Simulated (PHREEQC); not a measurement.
Dissolve 2.8 mmol/kgw HF and 0.082 mmol/kgw CsF at 25 °C. Closed to the air; pH follows from the charge balance.

All values are PHREEQC results (ion-association model, wateq4f.dat), not measurements.

```csv
quantity,before,after
pH,2.99,3.09
HF (mol/kgw),0.00171,0.00192
```

Question: Which change was made?
(A) diluted 2-fold with water
(B) HF replaced by NaF at the same molality
(C) HF left out
(D) CsF left out
(E) CsF from 8.2e-05 to 0.00082 mol/kgw

Answer: E, CsF from 8.2e-05 to 0.00082 mol/kgw

Precipitation was switched off in this run.
